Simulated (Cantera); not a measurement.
## Low-pressure radical oxidation in H2/O2

An isothermal, constant-pressure homogeneous reactor starts with 74.4 % H2, 25.6 % O2, equivalence ratio 1.5, at 1025 K and 0.0133 bar.

Computed with Cantera and the H2/O2 subset of GRI-Mech 3.0, which has no nitrogen chemistry. Radical loss at walls, strong at low pressure, is not modelled. The temperature is held fixed by assumption; the heat of reaction is taken as removed at once.

```csv
t (s),x H2,x O2,x O,x HO2,x H2O2
1.00e-5,0.744,0.256,<1e-12,3.60e-11,<1e-12
4.64e-5,0.744,0.256,6.23e-12,1.67e-10,<1e-12
0.000215,0.744,0.256,7.15e-11,7.78e-10,<1e-12
0.00100,0.744,0.256,3.05e-9,3.96e-9,1.92e-11
0.00464,0.638,0.217,0.00459,3.71e-6,3.46e-8
0.0215,0.219,0.00156,0.000947,1.05e-7,1.89e-8
0.100,0.294,2.58e-5,2.02e-5,1.87e-9,2.46e-9
0.464,0.309,9.25e-7,7.54e-7,7.20e-11,4.65e-10
2.15,0.312,4.06e-8,3.30e-8,3.98e-12,9.49e-11
10.0,0.312,1.92e-9,1.51e-9,<1e-12,1.85e-11
```
x: mole fraction; the columns are a selection and need not sum to one.

Equilibrium at this temperature and pressure: H2 0.312, O2 <1e-12, O <1e-12, HO2 <1e-12, H2O2 <1e-12 (gas phase only).
